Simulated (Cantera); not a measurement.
Charge: 1 mol Pb, 0.012 mol O₂, 8.4 mol H₂, held at 3.80 bar.

These are equilibrium values from Cantera (NASA tables, ideal gas, pure condensed phases), not measurements of a reactor. Candidate condensed phases: H₂O, Pb, PbO, PbO₂, Pb₃O₄; 12 gas species. Rates play no part.

x: gas mole fraction; n: condensed amount in mol.

```tsv
T (K)	x H₂	x Pb	x H₂O	x H	x Pb₂	x PbO	n Pb(s)	n Pb(l)
575	0.997	<1e-12	0.00286	<1e-12	<1e-12	<1e-12	1.00	0
725	0.997	8.88e-10	0.00286	<1e-12	<1e-12	<1e-12	0	1.00
875	0.997	___	0.00286	___	<1e-12	<1e-12	0	1.000
1025	0.997	___	0.00286	___	___	<1e-12	0	1.000
1175	0.997	0.000115	0.00286	6.28e-8	3.29e-9	8.15e-12	0	0.999
1325	0.996	0.000949	0.00285	8.37e-7	1.12e-7	2.81e-10	0	0.992
1475	0.992	0.00506	0.00284	6.63e-6	1.80e-6	4.68e-9	0	0.957
```

Problem. What belongs in the gaps?

Solution. 
- 875, x Pb: 1.77e-7
- 875, x H: 2.57e-11
- 1025, x Pb: 7.32e-6
- 1025, x H: 2.23e-9
- 1025, x Pb₂: 3.32e-11
